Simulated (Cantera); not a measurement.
Feed: 1 mol SiCl4, 0.17 mol O2, 98 mol N2, 0.64 mol H2O, held at 1330 Pa.

Cantera equilibrium calculation (NASA polynomials, part measured and part estimated; ideal gas, pure solids and liquids). Candidate condensed phases: H2O, NH4Cl, Si, SiO2, Si2N2O, Si3N4; 47 gas species. The tables' values for SiCl3 are old estimates; treat these amounts as uncertain. The tables hold silica as quartz up to 1696 K and as liquid above; real silica turns to tridymite and cristobalite and melts near 1996 K. Kinetics and transport are ignored. All values below are at 1750 K.

Base state: N2 0.964, Cl 0.0163, HCl 0.0126, SiO 0.00320, SiCl4 0.00127, SiCl2 0.00121, SiCl3 0.000933, Cl2 5.78e-5 (mole fractions); condensed: SiO2(condensed).

Question: What changes in the equilibrium state with this change: SiCl4 replaced by Si2H6?

Answer: 
| species | before | after |
|---|---|---|
| N2 | 0.964 | 0.957 |
| H2 | 1.43e-6 | 0.0356 |
| SiO | 0.00320 | 0.00730 |
| Cl | 0.0163 | 0 |
| HCl | 0.0126 | 0 |
| SiCl4 | 0.00127 | 0 |
| SiCl2 | 0.00121 | 0 |
| SiO2(condensed), mol | 0.328 | 0 |
| Si2N2O(s), mol | 0 | 0.238 |
| Si3N4(s), mol | 0 | 0.259 |
The feed counts by its element totals alone. Mutual solubility and eutectic melting of coexisting phases are not modelled.

Question: What changes in the equilibrium state with this change: SiCl4 replaced by SiH2Cl2?

Answer: 
```tsv
species	before	after
N2	0.964	0.964
HCl	0.0126	0.0189
SiO	0.00320	0.00964
Cl	0.0163	0.000362
H2	1.43e-6	0.00659
SiCl4	0.00127	9.99e-8
Cl2	5.78e-5	2.84e-8
SiCl3	0.000933	3.30e-6
H	2.41e-6	0.000164
SiCl2	0.00121	0.000194
SiO2(condensed), mol	0.328	0
```
